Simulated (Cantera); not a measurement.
# Equilibrium for calcination and drying: CaCO3 + H2 + CO2 + O2

Input: 1 mol CaCO3, 0.66 mol H2, 1.8 mol CO2, 0.12 mol O2, equilibrated at 1.00 bar.

Cantera equilibrium calculation (NASA polynomials, part measured and part estimated; ideal gas, pure solids and liquids). Candidate condensed phases: C, C6H6, C7H8, C8H18, Ca, CaCO3, CaO, Ca(OH)2, H2O; 115 gas species. Equilibrium is a limit: real reactors are often held back by kinetics, nucleation or transport.

From 850 K to 1100 K the condensed part is CaCO3(calcite). At 1150 K the condensed part is CaO(s).

```
T (K)  log p CO2  log p H2O  log p CO  log p H2  log p CH4  log p HCOOH  log p H  log p HCHO (formaldehyde)  n CaCO3(calcite)  n CaO(s)
-----  ---------  ---------  --------  --------  ---------  -----------  -------  -------------------------  ----------------  --------
850        -0.19      -0.73     -1.05     -1.10      -3.00        -7.49   -11.24                      -8.36              1.00         0
900        -0.20      -0.71     -1.00     -1.15      -3.86        -7.50   -10.51                      -8.38              1.00         0
950        -0.20      -0.69     -0.97     -1.20      -4.68        -7.53    -9.85                      -8.41              1.00         0
1000       -0.21      -0.67     -0.94     -1.25      -5.44        -7.55    -9.27                      -8.45              1.00         0
1050       -0.21      -0.66     -0.92     -1.30      -6.13        -7.58    -8.74                      -8.49              1.00         0
1100       -0.22      -0.65     -0.90     -1.34      -6.77        -7.60    -8.26                      -8.53              1.00         0
1150       -0.15      -0.77     -1.00     -1.69      -8.26        -7.86    -7.97                      -8.98                 0      1.00
```
log p: log10 of the partial pressure in bar; n: condensed amount in mol.
